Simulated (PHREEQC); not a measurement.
PHREEQC input (ion-association model, wateq4f.dat):

```
SOLUTION_MASTER_SPECIES
  An  An-  0  An  62.0  # stands for a non-complexing anion
SOLUTION_SPECIES
  An- = An-
    -log_k 0
    -gamma 3.0 0
PHASES
  Fix_H+
    H+ = H+
    -log_k 0
SOLUTION 1
  temp 25
  units mmol/kgw
  pH 7 charge
  Cl 0.166
  Ca 0.01
  Mn(2) 0.073
  Na 5
  An 5
END
SELECTED_OUTPUT 1
  -reset false
  -pH true
  -pe true
  -ionic_strength true
  -water true
  -totals Ca Cl Mn Na Mn(2) Mn(3) Mn(6) Mn(7)
  -molalities Hfo_wOH Hfo_wOH2+ Hfo_wO- Hfo_sOH Hfo_sOH2+ Hfo_sO- Hfo_sOMn+ Hfo_wOMn+ Hfo_sOHCa+2 Hfo_wOCa+
  -saturation_indices Portlandite Pyrochroite Halite
USER_PUNCH 1
  -headings sigma psi
  10 PUNCH EDL("sigma", "Hfo"), EDL("psi", "Hfo")
PRINT
  -reset false
USE solution 1
SURFACE 1
  Hfo_wOH 0.000741573 600 0.33
  Hfo_sOH 1.85393e-05
EQUILIBRIUM_PHASES 1
  Fix_H+ -3 HAn 10
    -force_equality true
END
# ... the last block is repeated for the other 12 points of pH, with NaOH or the acid as the point needs
```

Selected output (columns that matter, 13 of 13 rows; pH added in front):

```
pH	mu	Ca	Mn	Na	m_Hfo_wOH	m_Hfo_wOH2+	m_Hfo_wO-	m_Hfo_sOH	m_Hfo_sOH2+	si_Portlandite	si_Pyrochroite	si_Halite	sigma	psi
3	0.0066427	1e-05	7.3e-05	0.005	0.00012845	0.0006125	6.1714e-07	3.2113e-06	1.5313e-05	-21.946	-13.48	-7.738	0.30565	0.21365
3.67	0.00571	1e-05	7.3e-05	0.005	0.00028241	0.00045514	4.0144e-06	7.0602e-06	1.1378e-05	-20.596	-12.131	-7.733	0.22535	0.20188
4.33	0.0054535	1e-05	7.2996e-05	0.005	0.0004153	0.00031368	1.2596e-05	1.038e-05	7.8404e-06	-19.274	-10.809	-7.7316	0.1504	0.18231
5	0.005354	1e-05	7.294e-05	0.005	0.00050252	0.00021173	2.7323e-05	1.2524e-05	5.2766e-06	-17.933	-9.4679	-7.731	0.092136	0.15767
5.67	0.0053023	9.9996e-06	7.2119e-05	0.005	0.0005462	0.00014969	4.5659e-05	1.3027e-05	3.5701e-06	-16.592	-8.1322	-7.7307	0.052335	0.12909
6.33	0.0052543	9.9969e-06	6.5043e-05	0.005	0.00056368	0.00011316	6.4328e-05	8.3538e-06	1.677e-06	-15.272	-6.8566	-7.7304	0.028029	0.098043
7	0.0052128	9.9891e-06	5.0847e-05	0.0050162	0.00056501	8.857e-05	8.2569e-05	1.3843e-06	2.1701e-07	-13.931	-5.6231	-7.7288	0.013736	0.064762
7.67	0.005191	9.9135e-06	2.0465e-05	0.0050941	0.00053898	6.3638e-05	0.00010457	2.2748e-07	2.6859e-08	-12.595	-4.6785	-7.7219	0.0056921	0.032409
8.33	0.0051793	8.8277e-06	1.9367e-06	0.0051473	0.0005155	4.9699e-05	0.00012249	1.4154e-07	1.3646e-08	-11.325	-4.3838	-7.7173	-0.00023448	-0.0014268
9	0.0051868	2.9161e-06	1.104e-07	0.0051846	0.00050131	4.219e-05	0.00013646	1.2941e-07	1.0891e-08	-10.466	-4.2949	-7.7142	-0.0067433	-0.03757
9.67	0.005234	2.2043e-07	6.4504e-09	0.0052505	0.00048824	3.5623e-05	0.0001533	1.2493e-07	9.115e-09	-10.248	-4.2199	-7.709	-0.01674	-0.073537
10.33	0.0054329	1.4136e-08	5.2373e-10	0.005468	0.0004679	2.7649e-05	0.0001814	1.2052e-07	7.1218e-09	-10.124	-4.1105	-7.6925	-0.034266	-0.10716
11	0.006325	1.0934e-09	8.2903e-11	0.0063938	0.00042187	1.7136e-05	0.00023793	1.0981e-07	4.4605e-09	-9.9094	-3.9039	-7.6295	-0.067012	-0.13717
```

Species that the database lacks are ignored. The oxide is taken as insoluble; below pH 4 it would dissolve.
